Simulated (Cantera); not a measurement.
# Ammonia decomposition in nitride growth gas

An isothermal, constant-pressure homogeneous reactor starts with NH3 : N2 = 2.2 : 0.18 (molar parts), at 2325 K and 195 Torr.

Cantera simulation using the gas-phase N/H chemistry of the illustrative SiF4/NH3 mechanism in the Surface Chemkin manual (1991); the numbers are that mechanism's predictions, not measurements. Walls and surfaces, which speed up NH3 decomposition in real reactors, are not modelled.

```tsv
t (s)	x NH3	x N2H2	x N2H4	x H	x NH2	x N2
8.00e-6	0.923	3.40e-7	8.74e-9	5.62e-6	0.000837	0.0756
2.97e-5	0.920	6.77e-6	1.09e-7	8.67e-6	0.00294	0.0756
0.000110	0.905	3.23e-5	4.23e-7	3.61e-5	0.00579	0.0777
0.000410	0.847	3.03e-5	3.47e-7	0.000122	0.00524	0.0905
0.00152	0.675	2.03e-5	2.00e-7	0.000365	0.00398	0.129
0.00566	0.331	7.54e-6	6.63e-8	0.00101	0.00229	0.205
0.0210	0.0417	7.33e-7	3.99e-9	0.00291	0.000563	0.270
0.0780	3.42e-5	7.18e-11	<1e-12	0.0178	2.75e-6	0.277
0.290	3.25e-6	1.50e-12	<1e-12	0.0182	2.68e-7	0.277
1.08	1.15e-6	<1e-12	<1e-12	0.0182	9.48e-8	0.277
4.00	1.03e-6	<1e-12	<1e-12	0.0182	8.47e-8	0.277
```
x: mole fraction; the columns are a selection and need not sum to one.

Equilibrium at this temperature and pressure: NH3 1.03e-6, N2H2 <1e-12, N2H4 <1e-12, H 0.0182, NH2 8.47e-8, N2 0.277 (gas phase only).
